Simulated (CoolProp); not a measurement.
Vapour-liquid equilibrium of R152A (1) + methanol (2) at 0.021 MPa; x and y are mole fractions of (1).

Values from CoolProp's multi-fluid Helmholtz-energy mixture model, Outcalt 1996 and de Reuck 1993; pair parameters Bell 2016.

Give the bubble temperature and the first vapour's composition at x = 0.125, 0.575, 0.8. Is there an azeotrope?

x = 0.125: 229.2 K, y = 0.993; x = 0.575: 224.3 K, y = 0.996; x = 0.8: 221.7 K, y = 0.998. No azeotrope shows between x = 0.05 and 0.95.

Pair parameters are fitted to limited data, so mixtures are less certain than the pure fluids. With so large a gap from Raoult's law the liquid may split in two, which this calculation doesn't test in full.
